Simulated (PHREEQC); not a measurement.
Consider water at 20 °C with 5.6 mmol/kgw CuCl2, 33 mmol/kgw H2SO4 and 37 mmol/kgw H3BO3. Closed to the air; pH follows from the charge balance.

Model: ion-association model, wateq4f.dat, run in PHREEQC.

Each row changes one thing in this solution. Precipitation was switched off in this run.

```
case                                               pH  ionic strength (mol/kgw)  HSO4- (mol/kgw)  SO4-2 (mol/kgw)  H2BO3- (mol/kgw)
-----------------------------------------------  ----  ------------------------  ---------------  ---------------  ----------------
as made                                          1.41                    0.0691           0.0201           0.0113          6.56e-10
H3BO3 replaced by Cu(BF4)2 at the same molality  1.40                     0.164           0.0152           0.0103          4.44e-11
H2SO4 from 0.033 to 0.0495 mol/kgw                  …                         …           0.0335           0.0143          4.83e-10
CuCl2 left out                                   1.42                    0.0563           0.0213           0.0117          6.52e-10
diluted 10-fold with water                       2.28                   0.00954         0.000820          0.00238          4.08e-10
CuCl2 replaced by CdCl2 at the same molality     1.41                         …           0.0200           0.0111                 …
```

**Question.** What belongs in the gaps?

**Answer.** 
- H2SO4 from 0.033 to 0.0495 mol/kgw, pH: 1.26
- H2SO4 from 0.033 to 0.0495 mol/kgw, ionic strength (mol/kgw): 0.0914
- CuCl2 replaced by CdCl2 at the same molality, ionic strength (mol/kgw): 0.0667
- CuCl2 replaced by CdCl2 at the same molality, H2BO3- (mol/kgw): 6.51e-10

Real BF4- forms and hydrolyses slowly; the run takes it at equilibrium.
